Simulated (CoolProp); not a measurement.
The numbers come from the reference Helmholtz-energy equation of state, Zhou 2012 in CoolProp.

For p-xylene, give the phase and the cv (kJ/(kg K)), expansivity (1/kK), Prandtl number, fugacity coefficient at 487.4 K and 1950 kPa; 553.7 K and 1950 kPa.


- 487.4 K and 1950 kPa: liquid; cv 1.92, expansivity 1.80, Prandtl number 3.65, fugacity coefficient 0.256
- 553.7 K and 1950 kPa: liquid; cv 2.14, expansivity 3.38, Prandtl number 2.99, fugacity coefficient 0.623

Viscosity comes from a separate model (Balogun 2015). Thermal conductivity comes from a separate model (Mylona 2014).
